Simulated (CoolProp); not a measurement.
Vapour-liquid equilibrium of R22 (1) + R113 (2) at 243.9 K; x and y are mole fractions of (1).

Values from CoolProp's multi-fluid Helmholtz-energy mixture model, Kamei 1995 and Marx 1992; pair parameters Bell 2016.

Problem. Give the bubble pressure and the first vapour's composition at x = 0.2, 0.65, 0.8. Is there an azeotrope?

Solution. x = 0.2: 0.4719 bar, y = 0.948; x = 0.65: 1.214 bar, y = 0.989; x = 0.8: 1.400 bar, y = 0.993. No azeotrope shows between x = 0.05 and 0.95.

Pair parameters are fitted to limited data, so mixtures are less certain than the pure fluids.
